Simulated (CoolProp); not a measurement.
Vapour-liquid equilibrium of hydrogen sulfide (1) + n-pentane (2) at 322.7 K; x and y are mole fractions of (1).

Model: multi-fluid Helmholtz-energy mixture model, Lemmon 2006 and Thol 2019; pair parameters Kunz 2012, in CoolProp.

| x | bubble pressure, mixture model (kPa) | bubble pressure, Raoult's law (kPa) | y, mixture model | y, Raoult's law |
|---|---|---|---|---|
| 0.05 | 319.4 | 325.2 | 0.510 | 0.541 |
| 0.15 | 700.5 | 661.3 | 0.782 | 0.798 |
| 0.25 | 1100 | 997.5 | 0.865 | 0.882 |
| 0.35 | 1468 | 1334 | 0.902 | 0.923 |
| 0.45 | 1786 | 1670 | 0.922 | 0.948 |
| 0.55 | 2065 | 2006 | 0.937 | 0.965 |
| 0.65 | 2328 | 2342 | 0.949 | 0.977 |
| 0.75 | 2606 | 2678 | 0.961 | 0.985 |
| 0.85 | 2927 | 3014 | 0.975 | 0.992 |
| 0.95 | 3307 | 3351 | 0.991 | 0.998 |

The largest gap from Raoult's law is +10.3 % in bubble pressure, at x = 0.25. No azeotrope shows between x = 0.05 and 0.95.

The pair parameters rest on a limited set of measurements; away from them the model extrapolates. The gap from Raoult's law changes sign with composition, which may be real or a fault of the pair parameters; it wasn't checked against measurements.
